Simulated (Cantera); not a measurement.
Charge: 1 mol AlN, 0.19 mol O2, equilibrated at 1523.15 K and 0.00820 bar.

Method: chemical equilibrium by Gibbs-energy minimisation in Cantera with the NASA 1993 tables (ideal gas, pure condensed phases). Candidate condensed phases: Al, AlN, Al2O3; 16 gas species. Mutual solubility and eutectic melting of coexisting phases are not modelled. The numbers say what is thermodynamically allowed, not how fast it happens.

Base state: N2 1.00 (mole fractions); condensed: AlN(s) + Al2O3(s).

Q: What changes in the equilibrium state with this change: 1.8 mol CO2 added?

A: 
```
species        before  after
-------------  ------  -----
CO                  0  0.487
CO2                 0  0.296
N2               1.00  0.217
AlN(s), mol     0.747      0
Al2O3(s), mol   0.127  0.500
```
Further candidate phases: C.

Q: What changes in the equilibrium state with this change: O2 from 0.19 to 3.9 mol?

A: 
```tsv
species	before	after
O2	<1e-9	0.862
N2	1.00	0.136
NO	<1e-9	0.00115
O	<1e-9	5.67e-5
AlN(s), mol	0.747	0
Al2O3(s), mol	0.127	0.500
```

Q: What changes in the equilibrium state with this change: AlN replaced by Si3N4?

A: 
```
species         before    after
--------------  ------  -------
N2                1.00    1.000
SiO                  0  3.83e-5
AlN(s), mol      0.747        0
Al2O3(s), mol    0.127        0
Si2N2O(s), mol       0    0.380
Si3N4(s), mol        0    0.747
```
Further candidate phases: Si, SiO2, Si2N2O, Si3N4.
